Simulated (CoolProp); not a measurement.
Properties of methanol along the isotherm 222.05 °C.

Values from CoolProp's reference Helmholtz-energy equation of state, de Reuck 1993.

| p (kPa) | phase | cp (kJ/(kg K)) | speed of sound (m/s) | expansivity (1/kK) | fugacity coefficient |
|---|---|---|---|---|---|
| 4110 | gas | 4.453 | 317.7 | 7.168 | 0.8049 |
| 8220 | liquid | 6.053 | 406.6 | 7.671 | 0.5320 |
| 12300 | liquid | 5.186 | … | … | … |
| 16400 | liquid | 4.829 | 576.9 | 3.835 | 0.3000 |
| 20500 | liquid | 4.616 | 632.9 | 3.241 | … |
| 24600 | liquid | 4.469 | 681.1 | 2.847 | 0.2232 |
| 28800 | liquid | 4.357 | 724.9 | … | 0.2014 |
| 32900 | liquid | 4.271 | 763.8 | 2.340 | 0.1857 |
| 37000 | liquid | 4.200 | 799.6 | 2.168 | 0.1738 |
| 41100 | liquid | … | 833.0 | 2.028 | … |

Some entries are withheld; supply them.


- 12300, speed of sound (m/s): 507.2
- 12300, expansivity (1/kK): 4.888
- 12300, fugacity coefficient: 0.3776
- 20500, fugacity coefficient: 0.2537
- 28800, expansivity (1/kK): 2.556
- 41100, cp (kJ/(kg K)): 4.142
- 41100, fugacity coefficient: 0.1646
